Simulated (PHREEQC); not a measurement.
A solution holds 0.0022 mol NH4HF2, 3.1e-05 mol (NH4)2SiF6, 0.0057 mol H3BO3 and 0.00025 mol HCl per kg of water, at 20 °C. Closed to the air; pH follows from the charge balance.

Computed with PHREEQC (ion-association model, phreeqc.dat).

```
quantity                    before     after
------------------------  --------  --------
pH                            3.46      3.51
ionic strength (mol/kgw)   0.00264  0.000381
H3BO3 (mol/kgw)            0.00506   0.00570
F- (mol/kgw)               0.00171  0.000129
HF (mol/kgw)              0.000768   5.40e-5
BF2(OH)2- (mol/kgw)       0.000197   1.18e-6
SI of Quartz (SiO2)          -0.70     -0.45
```

What was changed between the two runs?
A) diluted 2-fold with water
B) HCl from 0.00025 to 5e-05 mol/kgw
C) NH4HF2 left out
D) temperature from 20 to 55 °C
E) NH4HF2 replaced by KHF2 at the same molality

C, NH4HF2 left out

No solid was allowed to form. SiF6-2 is the database's only silicon fluoride. Real BF4- forms and hydrolyses slowly; the run takes it at equilibrium.
